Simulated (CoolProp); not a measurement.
The numbers come from the reference Helmholtz-energy equation of state, Thol 2016 in CoolProp.

Q: For R1234ze(E), give the phase and the speed of sound (m/s), viscosity (µPa s) at 420 K and 62 kPa; 420 K and 422 kPa; 420 K and 800 kPa.

A: 
- 420 K and 62 kPa: gas; speed of sound 181, viscosity 17.3
- 420 K and 422 kPa: gas; speed of sound 177, viscosity 17.3
- 420 K and 800 kPa: gas; speed of sound 173, viscosity 17.4

Viscosity comes from a separate model (Bell 2016), an estimate that may be off by 10 % or more.
